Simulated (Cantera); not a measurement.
Cantera run:

```python
import numpy as np
import cantera as ct

gas_names = """
    F F2 H HF H2 H2F2 H3F3 H4F4 H5F5 H6F6 H7F7 N NF NF2 NF3 NH NH2 NH3 N2 N2H2 N2H4 Si SiF SiF2 SiF3
    SiF4 SiH SiHF3 SiH2 SiH2F2 SiH3 SiH3F SiH4 SiN Si2 Si2N Si3
""".split()
cond_names = """
    Si(cr) Si(L) Si3N4(a)
""".split()


def load(file, names, dense=False):
    # The tables refer to 1 bar. Condensed volumes are neglected.
    table = {s.name: s for s in ct.Species.list_from_file(file)}
    out = []
    for n in names:
        d = dict(table[n].input_data)
        d["thermo"] = dict(d["thermo"], **{"reference-pressure": 1e5})
        if dense:
            d["equation-of-state"] = {"model": "constant-volume", "density": "1e6 g/cm^3"}
        out.append(ct.Species.from_dict(d))
    return out


gas = ct.Solution(thermo="ideal-gas", species=load("nasa_gas.yaml", gas_names))
cond = {s.name: ct.Solution(thermo="fixed-stoichiometry", species=[s], name=s.name)
        for s in load("nasa_condensed.yaml", cond_names, dense=True)}
atoms = {
    'SiF4': {'Si': 1, 'F': 4},
    'NH3': {'N': 1, 'H': 3},
    'H2': {'H': 2},
}
top_T = {'Si3N4(a)': 2400}  # K; cautious upper limits of use, not melting points


def equilibrate(T, P, feed):
    n = {}
    for name, mol in feed.items():
        for a, k in atoms[name].items():
            n[a] = n.get(a, 0.0) + k * mol
    gas.TPX = T, P, n
    mass = sum(n.values()) * gas.mean_molecular_weight
    gas.equilibrate("TP")
    valid = [c for c in cond.values() if c.min_temp <= T <= top_T.get(c.name, c.max_temp)]
    mix = ct.Mixture([(gas, mass / gas.mean_molecular_weight)] + [(c, 0.0) for c in valid])
    mix.T, mix.P = T, P
    mix.equilibrate("TP", solver="vcs", rtol=1e-11, max_steps=5000)
    return mix


results = []
feed = {'SiF4': 1, 'NH3': 0.12, 'H2': 0.88}  # mol
P = 39000  # Pa
for T in [1048, 1073, 1098, 1123, 1148, 1173, 1198, 1223, 1248, 1273, 1298]:
    mix = equilibrate(T, P, feed)
    results.append((T, P, feed, dict(zip(mix.species_names, mix.species_moles))))

top = {s: max(r[3][s] / sum(r[3][g] for g in gas_names) for r in results) for s in gas_names}
cols = sorted((s for s in top if top[s] > 0.0001), key=lambda s: -top[s])[:5]
seen = [c for c in cond_names if any(r[3].get(c, 0) > 1e-12 for r in results)]
print("log10 of partial pressures in bar; condensed amounts in mol")
print(f"{'T/K':>10s}" + "".join(f"{s[:9]:>10s}" for s in cols + seen))
for T, P, feed, n in results:
    ng = sum(n[g] for g in gas_names)
    print(f"{T:10.4g}" + "".join(f"{np.log10(max(n[s] / ng * P / 1e5, 1e-99)):10.3f}" for s in cols)
          + "".join(f"{n.get(c, 0):10.4g}" for c in seen))
```

Output:

```
log10 of partial pressures in bar; condensed amounts in mol
       T/K        H2      SiF4        N2        HF     SiHF3
      1048    -0.711    -0.736    -1.957    -3.387    -3.400
      1073    -0.711    -0.736    -1.957    -3.306    -3.323
      1098    -0.711    -0.737    -1.957    -3.229    -3.251
      1123    -0.712    -0.737    -1.957    -3.154    -3.183
      1148    -0.712    -0.737    -1.957    -3.081    -3.119
      1173    -0.712    -0.738    -1.957    -3.010    -3.058
      1198    -0.712    -0.738    -1.957    -2.942    -3.002
      1223    -0.713    -0.739    -1.957    -2.874    -2.950
      1248    -0.713    -0.739    -1.957    -2.808    -2.901
      1273    -0.714    -0.740    -1.957    -2.743    -2.856
      1298    -0.714    -0.741    -1.957    -2.679    -2.814
```

Cantera equilibrium calculation (NASA polynomials, part measured and part estimated; ideal gas, pure solids and liquids). The tables' values for SiF3 are old estimates; treat these amounts as uncertain.
